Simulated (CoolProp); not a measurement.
Vapour-liquid equilibrium of propylene (1) + cyclohexane (2) at 32.95 °C; x and y are mole fractions of (1).

Values from CoolProp's multi-fluid Helmholtz-energy mixture model, Lemmon 2013 and Zhou 2014; pair parameters Bell 2016.

| x | bubble pressure (bar) | y at the bubble point | dew pressure at overall composition x (bar) | liquid density (mol/L) |
|---|---|---|---|---|
| 0.05 | 0.9886 | 0.816 | 0.1940 | 9.251 |
| 0.2 | 3.227 | 0.947 | 0.2303 | 9.698 |
| 0.35 | 5.263 | 0.970 | 0.2833 | 10.16 |
| 0.5 | 7.173 | 0.981 | 0.3677 | 10.63 |
| 0.65 | 9.034 | 0.987 | 0.5238 | 11.09 |
| 0.8 | 10.95 | 0.993 | 0.9092 | 11.48 |
| 0.95 | 13.14 | 0.998 | 3.389 | 11.70 |

No azeotrope shows between x = 0.05 and 0.95.

Pair parameters are fitted to limited data, so mixtures are less certain than the pure fluids. The gap from Raoult's law changes sign with composition, which may be real or a fault of the pair parameters; it wasn't checked against measurements.
